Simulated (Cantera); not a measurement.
Feed: 1 mol FeS, 2.3 mol H₂, at 1550 K and 0.128 Torr.

These are equilibrium values from Cantera (NASA tables, ideal gas, pure condensed phases), not measurements of a reactor. Candidate condensed phases: Fe, FeS, FeS₂, S; 8 gas species. Equilibrium is a limit: real reactors are often held back by kinetics, nucleation or transport.

Base state: H₂ 0.806, S₂ 0.168, H₂S 0.0124, SH 0.00722, Fe 0.00247, S 0.00224, H 0.00217 (mole fractions); condensed: Fe(γ).

**Question.** What changes in the equilibrium state with this change: pressure from 0.128 Torr to 7.50 Torr?

**Answer.** 
```
species       before     after
-----------  -------  --------
H₂             0.806     0.980
H₂S           0.0124    0.0158
S₂             0.168   0.00316
SH           0.00722   0.00109
Fe           0.00247   4.19e-5
S            0.00224   4.01e-5
H            0.00217  0.000312
Fe(γ), mol     0.993    0.0536
FeS(l), mol        0     0.946
```
Metal and sulfide melt together well below either melting point, which pure phases cannot show. Mutual solubility and eutectic melting of coexisting phases are not modelled. FeS: taken at fixed stoichiometry.
